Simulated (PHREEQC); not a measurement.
1 kg of water holding 0.038 mol NaCl and 0.2 mol K2SO4 is evaporated at 40 °C; the solids stay in contact with the brine. CO2 from the air is kept out. The run lets Arcanite, Glaserite, Halite, Mirabilite, Misenite, Sylvite, Thenardite precipitate or redissolve, and no other solid.

The series has 28 steps of water left (kg), from 1 to 0.005012.

Computed with PHREEQC (Pitzer model, pitzer.dat).

Question: Which solids form, in which order, and at which step of the series does each first stand?

Answer: Arcanite from water left = 0.2082 kg; Glaserite from water left = 0.0293 kg; Sylvite from water left = 0.006093 kg.

Away from 25 °C the constants follow the database's enthalpies or fits; those with neither stay at their 25 °C values.
